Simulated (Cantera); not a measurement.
A closed system holds: 1 mol Cu, 6.2 mol F2, at 2.10 mbar.

Method: chemical equilibrium by Gibbs-energy minimisation in Cantera with the NASA 1993 tables (ideal gas, pure condensed phases). Candidate condensed phases: Cu, CuF2; 6 gas species. The numbers say what is thermodynamically allowed, not how fast it happens.

Question: Which condensed phases are stable at each of these points (T (K)): 998, 1023, 1048, 1073, 1098, 1123, 1148, 1173, 1198, 1223, 1248, 1273?

Answer: 
```
T (K)  condensed phases  Cu condensed (%)
-----  ----------------  ----------------
998             CuF2(s)              95.2
1023            CuF2(s)              89.3
1048            CuF2(s)              77.3
1073            CuF2(s)              53.5
1098            CuF2(s)               6.7
1123           gas only               0.0
1148           gas only               0.0
1173           gas only               0.0
1198           gas only               0.0
1223           gas only               0.0
1248           gas only               0.0
1273           gas only               0.0
```

From 998 K to 1098 K the condensed part is CuF2(s). From 1123 K to 1273 K nothing is condensed.
